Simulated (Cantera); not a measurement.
A perfectly stirred reactor is fed with H₂ : O₂ : N₂ = 1 : 1.14 : 4.27 (molar parts), equivalence ratio 0.44, at 9.87 atm; it is adiabatic with a 350 K inlet, and is followed from long to short residence time, starting on the burning branch (τ in s: 0.21, 0.08, 0.031, 0.012, 0.0046, 0.0018, 0.00069, 0.00027, 0.0001, 4e-05).

Cantera simulation using GRI-Mech 3.0 (53 species, 325 reactions); the numbers are that mechanism's predictions, not measurements. The hydrogen kinetics of GRI-Mech 3.0 are dated; newer H2 mechanisms differ, most at raised pressure.

Task: What does this change do: inlet temperature 350 to 425 K?

Result: 
```tsv
quantity	before	after
blow-out, bracketed by the residence times tried	burning at 0.100 ms, out at 40.0 µs	burning at 40.0 µs, the shortest tried
x(H₂) at τ = 0.210 s	2.25e-5	1.67e-5
x(O₂) at τ = 0.210 s	0.108	0.108
x(NO) at τ = 0.210 s	9.13e-7	2.03e-6
x(NO₂) at τ = 0.210 s	1.99e-8	2.62e-8
x(H₂O₂) at τ = 0.210 s	1.19e-7	1.19e-7
x(H₂) at τ = 1.80 ms	0.000853	0.000542
x(O₂) at τ = 1.80 ms	0.109	0.108
x(NO) at τ = 1.80 ms	8.86e-7	1.70e-6
x(NO₂) at τ = 1.80 ms	6.63e-8	6.94e-8
x(H₂O₂) at τ = 1.80 ms	1.29e-6	9.69e-7
```

Task: What does this change do: inlet temperature 350 to 775 K?

Result: 
```json
[
 {"quantity": "blow-out, bracketed by the residence times tried", "before": "burning at 0.100 ms, out at 40.0 µs", "after": "burning at 40.0 µs, the shortest tried"},
 {"quantity": "x(H₂) at τ = 0.210 s", "before": "2.25e-5", "after": "2.88e-5"},
 {"quantity": "x(O₂) at τ = 0.210 s", "before": "0.108", "after": "0.108"},
 {"quantity": "x(NO) at τ = 0.210 s", "before": "9.13e-7", "after": "0.000277"},
 {"quantity": "x(NO₂) at τ = 0.210 s", "before": "1.99e-8", "after": "1.26e-6"},
 {"quantity": "x(H₂O₂) at τ = 0.210 s", "before": "1.19e-7", "after": "2.53e-7"},
 {"quantity": "x(H₂) at τ = 1.80 ms", "before": "0.000853", "after": "0.000247"},
 {"quantity": "x(O₂) at τ = 1.80 ms", "before": "0.109", "after": "0.108"},
 {"quantity": "x(NO) at τ = 1.80 ms", "before": "8.86e-7", "after": "1.35e-5"},
 {"quantity": "x(NO₂) at τ = 1.80 ms", "before": "6.63e-8", "after": "1.10e-7"},
 {"quantity": "x(H₂O₂) at τ = 1.80 ms", "before": "1.29e-6", "after": "5.23e-7"}
]
```
